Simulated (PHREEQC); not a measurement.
**Metal-bearing waste water: speciation**

Dissolve 21 mmol/kgw CuSO4 and 0.25 mmol/kgw CuCl2 at 25 °C. Closed to the air; pH follows from the charge balance.

Computed with PHREEQC (ion-association model, wateq4f.dat).

Each row changes one thing in this solution. This is a speciation only: nothing precipitates in the calculation.

```tsv
case	pH	ionic strength (mol/kgw)	Cu+2 (mol/kgw)	SO4-2 (mol/kgw)	CuSO4 (mol/kgw)	Cu2(OH)2+2 (mol/kgw)	SI of Tenorite (CuO)	SI of Atacamite (Cu2(OH)3Cl)
as made	4.76	0.0538	0.0135	0.0133	0.00772	1.35e-5	-0.29	-0.84
CuCl2 replaced by MnCl2 at the same molality	4.77	0.0538	0.0133	0.0133	0.00763	1.34e-5	-0.28	-0.84
diluted 10-fold with water	5.18	0.00717	0.00179	0.00177	0.000325	2.34e-6	-0.15	-1.93
diluted 5-fold with water	5.05	0.0133	0.00333	0.00329	0.000908	4.03e-6	-0.19	-1.58
CuCl2 replaced by HCl at the same molality	3.88	0.0534	0.0133	0.0132	0.00766	2.22e-7	-2.07	-3.81
0.027 mol/kgw LiOH added	7.59	0.0679	0.000462	0.0197	0.000344	0.00689	+3.88	+4.67
CuCl2 replaced by NiCl2 at the same molality	4.77	0.0538	0.0133	0.0133	0.00763	1.34e-5	-0.28	-0.84
```

Some of these states are supersaturated (in Antlerite, Brochantite, Cu(OH)2, for instance). The database's constant for dissolved Cu(OH)2 is higher than later reviews accept.
